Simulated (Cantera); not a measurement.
Feed: 1 mol MgO, 3.6 mol CH₄, 0.58 mol H₂, equilibrated at 1975 °C and 1 atm.

These are equilibrium values from Cantera (NASA tables, ideal gas, pure condensed phases), not measurements of a reactor. Candidate condensed phases: C, C₆H₆, C₇H₈, C₈H₁₈, H₂O, Mg, MgCO₃, MgO, Mg(OH)₂; 116 gas species. The tables' values for MgH are old estimates; treat these amounts as uncertain. Kinetics and transport are ignored.

Base state: H₂ 0.787, CO 0.102, Mg 0.100, H 0.00648, C₂H₂ (acetylene) 0.00261, MgH 0.00160, CH₄ 0.000149, CH₃ 2.33e-5 (mole fractions); condensed: C(graphite).

Q: What changes in the equilibrium state with this change: MgO replaced by Fe₃O₄?

A: 
```
species            before    after
----------------  -------  -------
H₂                  0.787    0.644
CO                  0.102    0.311
H₂O               3.98e-6   0.0320
Mg                  0.100        0
Fe                      0  0.00422
C₂H₂ (acetylene)  0.00261    <1e-9
MgH               0.00160        0
CO₂               9.48e-8  0.00284
C(graphite), mol     2.55        0
Fe(l), mol              0     2.95
```
Further candidate phases: Fe, Fe(CO)₅, FeO, Fe(OH)₂, Fe(OH)₃, Fe₂O₃, Fe₃O₄.

Q: What changes in the equilibrium state with this change: MgO replaced by SiO₂?

A: 
```tsv
species	before	after
H₂	0.787	0.787
CO	0.102	0.201
H	0.00648	0.00648
Mg	0.100	0
SiO	0	0.00311
MgH	0.00160	0
Si	0	7.12e-5
SiH₂	0	3.62e-5
SiH	0	2.57e-5
CH₄	0.000149	0.000149
C(graphite), mol	2.55	0.609
SiC(s), mol	0	0.968
```
Gases not in the tables: Si₂H₆ and higher silanes. Further candidate phases: Si, SiC, SiO₂.
